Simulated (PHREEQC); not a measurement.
Dissolve 1.5 mol/kgw KCl, 0.47 mol/kgw K2SO4 and 0.91 mol/kgw MgCl2 at 55 °C. Closed to the air; pH follows from the charge balance.

Computed with PHREEQC (Pitzer model, pitzer.dat).

Task: The ionic strength comes out as 5.64 mol/kgw. What activity coefficients do MgOH+, Mg+2, HSO4-, SO4-2, K+ get?

Result: MgOH+ 0.49, Mg+2 0.32, HSO4- 0.52, SO4-2 0.013, K+ 0.61. Single-ion values are on the MacInnes scale.

No solid was allowed to form. Constants without temperature data keep their 25 °C values here.
